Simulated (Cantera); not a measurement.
# Ammonia decomposition in nitride growth gas

An isothermal, constant-pressure homogeneous reactor starts with 79.4 % NH₃, 20.6 % H₂, at 2075 K and 1.10 bar.

Cantera simulation using the gas-phase N/H chemistry of the illustrative SiF4/NH3 mechanism in the Surface Chemkin manual (1991); the numbers are that mechanism's predictions, not measurements. Walls and surfaces, which speed up NH3 decomposition in real reactors, are not modelled.

```
t (s)        x NH₃   x H₂     x NH    x N₂H₂     x N₂     x NH₂      x N
--------  --------  -----  -------  --------  -------  --------  -------
0.000200     0.780  0.215  2.25e-5   8.52e-6  0.00308   0.00153  8.74e-7
0.000507     0.759  0.230  2.26e-5   8.14e-6  0.00893   0.00150  9.03e-7
0.00128      0.710  0.266  2.26e-5   7.28e-6   0.0228   0.00142  9.65e-7
0.00325      0.603  0.343  2.22e-5   5.64e-6   0.0525   0.00126  1.07e-6
0.00825      0.417  0.477  2.05e-5   3.33e-6    0.105  0.000976  1.20e-6
0.0209       0.192  0.639  1.63e-5   1.23e-6    0.167  0.000574  1.30e-6
0.0529      0.0423  0.747  9.27e-6   1.94e-7    0.209  0.000200  1.21e-6
0.134      0.00385  0.774  2.45e-6   6.71e-9    0.220   3.07e-5  5.47e-7
0.340     0.000689  0.776  5.11e-7  2.66e-10    0.221   5.94e-6  1.23e-7
0.861     0.000215  0.777  1.61e-7  2.70e-11    0.221   1.86e-6  3.90e-8
2.18       7.85e-5  0.777  5.88e-8  4.35e-12    0.221   6.79e-7  1.43e-8
5.53       3.04e-5  0.777  2.28e-8  1.39e-12    0.221   2.63e-7  5.52e-9
14.0       1.28e-5  0.777  9.59e-9    <1e-12    0.221   1.11e-7  2.32e-9
35.5       7.16e-6  0.777  5.36e-9    <1e-12    0.221   6.20e-8  1.30e-9
90.0       6.30e-6  0.777  4.72e-9    <1e-12    0.221   5.46e-8  1.15e-9
```
x: mole fraction; the columns are a selection and need not sum to one.

Equilibrium at this temperature and pressure: NH₃ 6.29e-6, H₂ 0.777, NH 4.71e-9, N₂H₂ <1e-12, N₂ 0.221, NH₂ 5.45e-8, N 1.14e-9 (gas phase only).
